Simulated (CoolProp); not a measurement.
The fluid at 293.15 K and 0.00975 MPa is throttled through a valve to 0.0066 MPa with no heat exchange. The same conditions are run with several fluids, on thermodynamics alone (safety and materials aside).

Computed with CoolProp (reference Helmholtz-energy equation of state of each fluid (methanol: de Reuck 1993; hydrogen chloride: Thol 2018; R141b: Lemmon 2006; R11: Jacobsen 1992; oxygen: Schmidt 1985)).

```csv
fluid,temperature change (K),final density (kg/m³)
methanol,-2.9,0.0883
hydrogen chloride,-0.1,[?]
R141b,-0.1,[?]
R11,-0.1,0.373
oxygen,[?],0.0867
```

Q: Fill in the missing entries.

A: 
- hydrogen chloride, final density (kg/m³): 0.0988
- R141b, final density (kg/m³): 0.318
- oxygen, temperature change (K): -0.0
